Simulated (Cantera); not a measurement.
Charge: 1 mol SiCl4, 2.9 mol NH3, 3.1 mol H2, held at 0.0380 bar.

Cantera equilibrium calculation (NASA polynomials, part measured and part estimated; ideal gas, pure solids and liquids). Candidate condensed phases: NH4Cl, Si, Si3N4; 28 gas species. The tables' values for SiCl3, SiCl are old estimates; treat these amounts as uncertain. Gases not in the tables: Si2H6 and higher silanes. The numbers say what is thermodynamically allowed, not how fast it happens. All values below are at 1948 K.

Base state: H2 0.588, HCl 0.182, N2 0.133, SiCl2 0.0891, H 0.00445, SiCl3 0.00115, Cl 0.00103, SiCl 0.000674 (mole fractions); condensed: gas only.

Q: What changes in the equilibrium state with this change: H2 from 3.1 to 72 mol?

A: 
```json
[
 {"species": "H2", "before": "0.588", "after": "0.930"},
 {"species": "HCl", "before": "0.182", "after": "0.0405"},
 {"species": "N2", "before": "0.133", "after": "0.0181"},
 {"species": "SiCl2", "before": "0.0891", "after": "0.00450"},
 {"species": "SiCl4", "before": "1.84e-5", "after": "2.90e-8"},
 {"species": "SiCl3", "before": "0.00115", "after": "1.02e-5"},
 {"species": "SiHCl3", "before": "2.08e-5", "after": "2.33e-7"},
 {"species": "Cl", "before": "0.00103", "after": "0.000183"},
 {"species": "Si(l), mol", "before": "0", "after": "0.559"}
]
```
The tables' values for SiCl, SiCl3 are old estimates; treat these amounts as uncertain.
